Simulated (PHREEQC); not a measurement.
# Alkaline etch or developer: an equilibrium model

Solution (25 °C): 0.27 mol/kgw NH3, 1.4e-05 mol/kgw H4SiO4 and 5.4e-05 mol/kgw K3PO4. Closed to the air; pH follows from the charge balance.

Equilibrium calculation in PHREEQC: ion-association model, phreeqc.dat.

Each row changes one thing in this solution. This is a speciation only: nothing precipitates in the calculation.

| case | pH | ionic strength (mol/kgw) | NH4+ (mol/kgw) | HPO4-2 (mol/kgw) | H3SiO4- (mol/kgw) | PO4-3 (mol/kgw) | SI of Quartz (SiO2) |
|---|---|---|---|---|---|---|---|
| as made | 11.34 | 0.00251 | 0.00229 | 4.78e-5 | 1.34e-5 | 6.20e-6 | -2.42 |
| temperature from 25 to 20 °C | 11.50 | 0.00248 | 0.00225 | 4.61e-5 | 1.34e-5 | 7.84e-6 | -2.43 |
| K3PO4 from 5.4e-05 to 8.1e-05 mol/kgw | 11.34 | 0.00262 | 0.00228 | 7.16e-5 | 1.34e-5 | 9.39e-6 | -2.42 |
| diluted 10-fold with water | 10.83 | 0.000725 | 0.000703 | 5.21e-6 | 1.27e-6 | 1.86e-7 | -2.93 |
| NH3 from 0.27 to 0.297 mol/kgw | 11.36 | 0.00263 | 0.00240 | 4.75e-5 | 1.34e-5 | 6.50e-6 | -2.44 |
| NH3 from 0.27 to 1.35 mol/kgw | 11.69 | 0.00547 | 0.00523 | 4.06e-5 | 1.33e-5 | 1.34e-5 | -2.77 |
| H4SiO4 from 1.4e-05 to 7e-06 mol/kgw | 11.34 | 0.00251 | 0.00228 | 4.78e-5 | 6.69e-6 | 6.21e-6 | -2.72 |
| diluted 2-fold with water | 11.19 | 0.00171 | 0.00160 | 2.48e-5 | 6.64e-6 | 2.17e-6 | -2.57 |
| H4SiO4 from 1.4e-05 to 1.54e-05 mol/kgw | 11.34 | 0.00251 | 0.00229 | 4.78e-5 | 1.47e-5 | 6.20e-6 | -2.38 |

Species that the database lacks are ignored.
